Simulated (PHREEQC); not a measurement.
A solution holds 0.022 mol/kgw HF, 0.013 mol/kgw KF and 4.1e-05 mol/kgw H2SO4, at 25 °C. Closed to the air; pH follows from the charge balance.

Equilibrium calculation in PHREEQC: ion-association model, phreeqc.dat.

```tsv
quantity	before	after
pH	2.94	3.12
ionic strength (mol/kgw)	0.0143	0.0139
HF (mol/kgw)	0.0198	0.0201
F- (mol/kgw)	0.0132	0.0127
HF2- (mol/kgw)	0.00100	0.00111
SO4-2 (mol/kgw)	3.61e-5	3.49e-5
```

Task: What was changed between the two runs?
A) HF from 0.022 to 0.0044 mol/kgw
B) temperature from 25 to 10 °C
C) temperature from 25 to 50 °C
D) HF from 0.022 to 0.033 mol/kgw
E) diluted 2-fold with water

Result: C, temperature from 25 to 50 °C

No solid was allowed to form. Away from 25 °C the constants follow the database's enthalpies or fits; those with neither stay at their 25 °C values.
